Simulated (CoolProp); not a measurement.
The numbers come from the reference Helmholtz-energy equation of state, Lemmon 2006 in CoolProp. It is a short technical equation, of lower accuracy than the large ones.

Question: For C2F6 (R116), give the phase and the cv (kJ/(kg K)) at 151.85 °C and 0.00707 MPa; 151.85 °C and 0.0104 MPa; 151.85 °C and 1.52 MPa.

Answer: 
- 151.85 °C and 0.00707 MPa: gas; cv 0.878
- 151.85 °C and 0.0104 MPa: gas; cv 0.878
- 151.85 °C and 1.52 MPa: gas; cv 0.883
